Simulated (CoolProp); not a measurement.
Computed with CoolProp (reference Helmholtz-energy equation of state, Gao 2020).

Question: For ammonia, give the phase and the cp (kJ/(kg K)), cv (kJ/(kg K)) at 265.9 K and 18.5 kPa; 262 K and 47000 kPa.

Answer: 
- 265.9 K and 18.5 kPa: gas; cp 2.07, cv 1.57
- 262 K and 47000 kPa: liquid; cp 4.36, cv 2.88
